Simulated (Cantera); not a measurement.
An isothermal, constant-pressure homogeneous reactor starts with H2 : O2 = 0.45 : 1 (molar parts), equivalence ratio 0.23, at 1325 K and 0.00523 atm. Integrator tolerance rtol = 1e-08.

Cantera simulation using the H2/O2 subset of GRI-Mech 3.0, which has no nitrogen chemistry; the numbers are that mechanism's predictions, not measurements. Radical loss at walls, strong at low pressure, is not modelled. The temperature is held fixed by assumption; the heat of reaction is taken as removed at once.

Question: What does this change do: H2 0.45 to 2 parts?

Answer: 
| quantity | before | after |
|---|---|---|
| x(H2) at 20.0 s | 1.53e-6 (gas-phase equilibrium 8.57e-7) | 0.00508 (gas-phase equilibrium 0.000194) |
| x(O2) at 20.0 s | 0.633 (gas-phase equilibrium 0.633) | 0.00242 (gas-phase equilibrium 9.12e-5) |
| x(H) at 20.0 s | 4.99e-8 (gas-phase equilibrium 2.09e-8) | 0.000218 (gas-phase equilibrium 3.15e-7) |
| x(H2O2) at 20.0 s | 1.99e-9 (gas-phase equilibrium 1.41e-9) | 1.70e-8 (gas-phase equilibrium 4.60e-11) |
| x(H2O) at 20.0 s | 0.367 (gas-phase equilibrium 0.367) | 0.992 (gas-phase equilibrium 1.000) |
| x(OH) at 20.0 s | 0.000175 (gas-phase equilibrium 0.000131) | 0.000621 (gas-phase equilibrium 2.37e-5) |
| x(HO2) at 20.0 s | 4.72e-8 (gas-phase equilibrium 5.59e-8) | 3.92e-8 (gas-phase equilibrium 1.21e-10) |
